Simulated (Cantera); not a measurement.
Charge: 1 mol BF3, 0.12 mol NH3, 0.14 mol H2, 0.3 mol H2O, held at 1850 °C and 750 Torr.

Equilibrium computed with Cantera from the NASA thermochemical tables; the gas is ideal and each condensed phase is pure. Candidate condensed phases: B, BN, B2O3, B3O3H3, H2O; 62 gas species. The tables' values for BF2 are old estimates; treat these amounts as uncertain. Rates play no part.

Base state: BF3 0.340, HF 0.313, H2 0.152, BOF 0.148, N2 0.0302, BF2 0.0117, BHF2 0.00217, H2O 0.00162 (mole fractions); condensed: gas only.

What changes in the equilibrium state with this change: NH3 from 0.12 to 0.58 mol?


```json
[
 {"species": "H2", "before": "0.152", "after": "0.331"},
 {"species": "HF", "before": "0.313", "after": "0.225"},
 {"species": "BF3", "before": "0.340", "after": "0.220"},
 {"species": "N2", "before": "0.0302", "after": "0.0992"},
 {"species": "BOF", "before": "0.148", "after": "0.101"},
 {"species": "BF2", "before": "0.0117", "after": "0.0156"},
 {"species": "BF", "before": "0.000219", "after": "0.000599"},
 {"species": "HBO", "before": "0.000248", "after": "0.000513"},
 {"species": "BHF2", "before": "0.00217", "after": "0.00427"},
 {"species": "HBO2", "before": "0.000320", "after": "0.000165"},
 {"species": "H2O", "before": "0.00162", "after": "0.000882"}
]
```
